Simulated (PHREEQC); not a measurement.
Make-up at 25 °C: 4.3 mmol/kgw Cu(BF4)2 and 1.8 mmol/kgw HNO3. Closed to the air; pH follows from the charge balance.

The numbers come from PHREEQC with the ion-association model, phreeqc.dat.

| quantity | before | after |
|---|---|---|
| pH | 2.69 | 3.11 |
| ionic strength (mol/kgw) | 0.0150 | 0.00209 |
| BF4- (mol/kgw) | 0.00663 | 0.000136 |
| HF (mol/kgw) | 0.00404 | 0.00142 |
| F- (mol/kgw) | 0.00152 | 0.00128 |
| H3BO3 (mol/kgw) | 0.00117 | 0.000655 |

Name the change that produced these shifts.
A) temperature from 25 to 50 °C
B) 0.00021 mol/kgw LiOH added
C) diluted 10-fold with water
D) HNO3 from 0.0018 to 0.0009 mol/kgw

C, diluted 10-fold with water

Precipitation was switched off in this run. Real BF4- forms and hydrolyses slowly; the run takes it at equilibrium.
